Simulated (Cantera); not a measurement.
Input: 1 mol PbS, 1200 mol H2, 0.45 mol N2, 1.5 mol NH3, held at 860000 Pa.

These are equilibrium values from Cantera (NASA tables, ideal gas, pure condensed phases), not measurements of a reactor. Candidate condensed phases: Pb, PbS, S; 18 gas species. Kinetics and transport are ignored.

Which condensed phases are stable at each of these points (T (°C)): 877, 952, 1027, 1102, 1177, 1252, 1327, 1402, 1477, 1552, 1627?


```csv
T (°C),condensed phases,Pb condensed (%)
877,Pb(l),95.4
952,Pb(l),85.5
1027,Pb(l),60.1
1102,Pb(l),1.8
1177,gas only,0.0
1252,gas only,0.0
1327,gas only,0.0
1402,gas only,0.0
1477,gas only,0.0
1552,gas only,0.0
1627,gas only,0.0
```

From 877 °C to 1102 °C the condensed part is Pb(l). From 1177 °C to 1627 °C nothing is condensed.
